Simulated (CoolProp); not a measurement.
Model: reference Helmholtz-energy equation of state, Schmidt 1985, in CoolProp. Above 300 K oxygen's equation is extrapolated.

For oxygen, give the phase and the isothermal compressibility (1/MPa), Prandtl number at -139.85 °C and 3810 kPa.


- -139.85 °C and 3810 kPa: liquid; isothermal compressibility 0.0100, Prandtl number 1.76

Viscosity comes from a separate model (Lemmon 2004). Thermal conductivity comes from a separate model (Lemmon 2004).
